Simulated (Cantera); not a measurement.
Cantera run:

```python
import numpy as np
import cantera as ct

gas_names = """
    C CO COS CO2 CS CS2 C2 C2O C3 C3O2 C4 C5 Mg MgO MgS Mg2 O O2 O3 S SO SO2 SO3 S2 S2O S8
""".split()
cond_names = """
    C(gr) Mg(cr) Mg(L) MgCO3(s) MgO(s) MgO(L) MgS(s) MgSO4(s) MgSO4(L) S(cr1) S(cr2) S(L)
""".split()


# ... load() reads the species with a 1 bar reference pressure and builds the phases ...
atoms = {
    'MgCO3': {'Mg': 1, 'C': 1, 'O': 3},
    'SO3': {'S': 1, 'O': 3},
    'CO2': {'C': 1, 'O': 2},
}
top_T = {'C(gr)': 4500, 'MgS(s)': 2250}  # K; cautious upper limits of use, not melting points


# ... equilibrate(T, P, feed) seeds the gas with the atoms and calls Mixture.equilibrate('TP', solver="vcs", rtol=1e-11, max_steps=5000) ...
results = []
feed = {'MgCO3': 1, 'SO3': 1.5, 'CO2': 0.15}  # mol
T = 1623.15  # K
P = 2600  # Pa
mix = equilibrate(T, P, feed)
results.append((T, P, feed, dict(zip(mix.species_names, mix.species_moles))))
print(gas.report(threshold=1e-06))
for i in range(1, mix.n_phases):
    print(f"{mix.phase(i).name:16s} {mix.phase_moles(i):12.5e} mol")
```

It prints:

```
       temperature   1623.2 K
          pressure   2600 Pa
           density   0.0096746 kg/m^3
  mean mol. weight   50.217 kg/kmol
   phase of matter   gas

                          1 kg             1 kmol
                     ---------------   ---------------
          enthalpy       -3.9883e+06       -2.0028e+08  J
   internal energy        -4.257e+06       -2.1378e+08  J
           entropy              6851        3.4404e+05  J/K
    Gibbs function       -1.5108e+07       -7.5871e+08  J
 heat capacity c_p              1063             53383  J/K
 heat capacity c_v            897.47             45069  J/K

                      mass frac. Y      mole frac. X     chem. pot. / RT
                     ---------------   ---------------   ---------------
                CO        6.7072e-05        0.00012025           -47.878
               CO2           0.29639            0.3382           -64.481
                 O         1.767e-05        5.5463e-05           -16.603
                O2           0.14039           0.22033           -33.206
                SO        1.2274e-05        1.2825e-05           -44.756
               SO2           0.56201           0.44058           -61.358
               SO3          0.001113        0.00069816           -77.961
     [  +19 minor]        3.4246e-10        4.7083e-10

C(gr)             0.00000e+00 mol
Mg(L)             0.00000e+00 mol
MgO(s)            1.00000e+00 mol
MgS(s)            0.00000e+00 mol
MgSO4(L)          0.00000e+00 mol
S(L)              0.00000e+00 mol
```

Cantera equilibrium calculation (NASA polynomials, part measured and part estimated; ideal gas, pure solids and liquids).
